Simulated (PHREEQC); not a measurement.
Consider water at 20 °C with 8 mmol/kgw FeCl3, 0.15 mmol/kgw CuCl2 and 0.38 mmol/kgw NaHCO3. Closed to the air; pH follows from the charge balance.

Model: ion-association model, wateq4f.dat, run in PHREEQC.

```
Property                  Result
----------------  --------------
pH                          2.46
ionic strength    0.0411 mol/kgw
total alkalinity    -15.6 meq/kg
```

```
species     molality  activity   log γ
----------  --------  --------  ------
Cl-           0.0234    0.0193  -0.083
H+           0.00399   0.00344  -0.064
Fe+3         0.00300  0.000792  -0.578
FeOH+2       0.00224   0.00110  -0.308
FeCl+2      0.000801  0.000394  -0.308
Fe2(OH)2+4  0.000740   4.03e-5  -1.264
Na+         0.000380  0.000318  -0.078
CO2         0.000380  0.000384   0.004
Cu+2        0.000146   7.45e-5  -0.293
Fe3(OH)4+5  0.000111   1.17e-6  -1.976
Fe(OH)2+    0.000104   8.73e-5  -0.075
FeCl2+       4.80e-5   4.00e-5  -0.079
CuCl+        3.64e-6   3.02e-6  -0.081
```

Precipitation was switched off in this run. Saturation is exceeded, for instance for Hematite (slow to form), Goethite (slow to form); the values hold only as long as no solid forms.
